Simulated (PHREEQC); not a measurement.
Dissolve 0.016 mmol/kgw LiOH and 0.26 mmol/kgw (CH3)4NCl at 70 °C. Closed to the air; pH follows from the charge balance.

Equilibrium calculation in PHREEQC: ion-association model, phreeqc.dat.

The ionic strength is 0.000276 mol/kgw and the total alkalinity comes out as 0.0160 meq/kg.

```csv
species,molality,activity,log γ
Cl-,0.000260,0.000255,-0.009
(CH3)4N+,0.000260,0.000255,-0.009
OH-,1.60e-5,1.57e-5,-0.009
Li+,1.60e-5,1.57e-5,-0.009
H+,1.05e-8,1.03e-8,-0.009
```

Precipitation was switched off in this run. Species that the database lacks are ignored. (CH3)4N+ isn't in the database: it is added as a free cation with an ion size of 4 Å. Away from 25 °C the constants follow the database's enthalpies or fits; those with neither stay at their 25 °C values.
